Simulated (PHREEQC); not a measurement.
Solution (48 °C): 3.5 mmol/kgw HF, 8 mmol/kgw NH4F, 0.069 mmol/kgw (NH4)2SiF6 and 0.26 mmol/kgw H2SO4. Closed to the air; pH follows from the charge balance.

Computed with PHREEQC (ion-association model, phreeqc.dat).

| quantity | before | after |
|---|---|---|
| pH | 3.64 | 4.36 |
| ionic strength (mol/kgw) | 0.00868 | 0.00842 |
| F- (mol/kgw) | 0.00762 | 0.00763 |
| HF (mol/kgw) | 0.00364 | 0.000694 |
| SO4-2 (mol/kgw) | 0.000237 | 0.000242 |
| HF2- (mol/kgw) | 0.000120 | 2.29e-5 |

What was changed between the two runs?
A) HF left out
B) NH4F from 0.008 to 0.0008 mol/kgw
C) HF from 0.0035 to 0.007 mol/kgw
D) diluted 5-fold with water
E) (NH4)2SiF6 left out

A, HF left out

No solid was allowed to form. Away from 25 °C the constants follow the database's enthalpies or fits; those with neither stay at their 25 °C values. SiF6-2 is the database's only silicon fluoride.
